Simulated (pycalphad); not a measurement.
CALPHAD calculation (pycalphad, COST 507 light-alloy database (1999)), 1 atm. The database dates from 1999; later assessments differ in places, in temperatures and in the compounds included. Kinetics are ignored, which matters at the lower temperatures.

Problem. How does the equilibrium phase assembly of Si-81.4Y (at.%) change on cooling from 2177 °C to 257 °C?

Solution. 
```json
[
 {"T (°C)": "1632.8", "phases above": "liquid", "phases below": "liquid + SI3Y5"},
 {"T (°C)": "1254.8", "phases above": "liquid + SI3Y5", "phases below": "hcp + SI3Y5"}
]
```
Changes were sought between steps of 40 K, so a narrower field can be missed.

Database names, with the compositions (at.%) that they take in these runs: SI3Y5: Y 62 Si 37.
